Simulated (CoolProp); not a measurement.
R21 along the isobar 5.82 MPa: density (kg/m³) from the reference equation and from simpler models built on Tc = 179.6 °C, pc = 5.289 MPa, ω = 0.206; each cubic takes its own stable root.

Computed with CoolProp (reference Helmholtz-energy equation of state, Platzer 1990). This equation is an older, rougher fit; its heat capacities, sound speeds and derivatives of the liquid may be far off and weren't checked against measurements.

```json
[
 {"T (°C)": "115.95", "phase": "liquid", "reference": "1136", "van der Waals": "736.3", "Peng-Robinson": "1172"},
 {"T (°C)": "121.55", "phase": "liquid", "reference": "1117", "van der Waals": "724.7", "Peng-Robinson": "1147"},
 {"T (°C)": "127.15", "phase": "liquid", "reference": "1097", "van der Waals": "712.5", "Peng-Robinson": "1120"},
 {"T (°C)": "132.75", "phase": "liquid", "reference": "1075", "van der Waals": "699.6", "Peng-Robinson": "1091"},
 {"T (°C)": "138.35", "phase": "liquid", "reference": "1053", "van der Waals": "686.0", "Peng-Robinson": "1060"},
 {"T (°C)": "143.95", "phase": "liquid", "reference": "1028", "van der Waals": "671.5", "Peng-Robinson": "1027"},
 {"T (°C)": "149.55", "phase": "liquid", "reference": "1002", "van der Waals": "655.9", "Peng-Robinson": "991.5"},
 {"T (°C)": "155.15", "phase": "liquid", "reference": "973.4", "van der Waals": "638.9", "Peng-Robinson": "952.3"},
 {"T (°C)": "160.65", "phase": "liquid", "reference": "941.6", "van der Waals": "620.5", "Peng-Robinson": "909.5"},
 {"T (°C)": "166.25", "phase": "liquid", "reference": "904.2", "van der Waals": "599.4", "Peng-Robinson": "859.9"},
 {"T (°C)": "171.85", "phase": "liquid", "reference": "858.3", "van der Waals": "574.9", "Peng-Robinson": "801.0"},
 {"T (°C)": "177.45", "phase": "liquid", "reference": "795.5", "van der Waals": "545.1", "Peng-Robinson": "725.9"},
 {"T (°C)": "183.05", "phase": "supercritical", "reference": "678.7", "van der Waals": "505.1", "Peng-Robinson": "609.4"},
 {"T (°C)": "188.65", "phase": "supercritical", "reference": "409.0", "van der Waals": "435.8", "Peng-Robinson": "397.3"},
 {"T (°C)": "194.25", "phase": "supercritical", "reference": "328.2", "van der Waals": "331.8", "Peng-Robinson": "326.0"},
 {"T (°C)": "199.85", "phase": "supercritical", "reference": "290.7", "van der Waals": "290.8", "Peng-Robinson": "292.0"}
]
```
